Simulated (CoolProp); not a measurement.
n-perfluorobutane along the isobar 26.9 bar: Z from the reference equation and from simpler models built on Tc = 386.3 K, pc = 23.22 bar, ω = 0.372; each cubic takes its own stable root.

Computed with CoolProp (reference Helmholtz-energy equation of state, Gao 2022).

| T (K) | phase | reference | van der Waals | Redlich-Kwong | Soave-Redlich-Kwong | Peng-Robinson |
|---|---|---|---|---|---|---|
| 275.9 | liquid | 0.1752 | 0.2768 | 0.1940 | 0.1842 | 0.1631 |
| 285.4 | liquid | 0.1730 | 0.2726 | 0.1922 | 0.1822 | 0.1612 |
| 294.9 | liquid | 0.1711 | ___ | ___ | 0.1808 | 0.1599 |
| 304.3 | liquid | 0.1697 | 0.2666 | ___ | 0.1801 | 0.1592 |
| 313.8 | liquid | 0.1688 | ___ | 0.1907 | 0.1801 | 0.1592 |
| 323.3 | liquid | 0.1684 | 0.2635 | 0.1916 | 0.1809 | 0.1600 |
| 332.7 | liquid | ___ | 0.2634 | 0.1935 | ___ | 0.1616 |
| 342.2 | liquid | 0.1695 | 0.2643 | 0.1966 | 0.1858 | 0.1645 |
| 351.6 | liquid | 0.1715 | 0.2666 | 0.2011 | ___ | 0.1690 |
| 361.1 | liquid | 0.1751 | 0.2709 | 0.2080 | 0.1980 | ___ |
| 370.6 | liquid | 0.1812 | 0.2779 | 0.2185 | 0.2097 | 0.1869 |

### Question
Fill in the missing entries.

### Answer

- 294.9, van der Waals: 0.2692
- 294.9, Redlich-Kwong: 0.1910
- 304.3, Redlich-Kwong: 0.1905
- 313.8, van der Waals: 0.2646
- 332.7, reference: 0.1686
- 332.7, Soave-Redlich-Kwong: 0.1827
- 351.6, Soave-Redlich-Kwong: 0.1906
- 361.1, Peng-Robinson: 0.1759
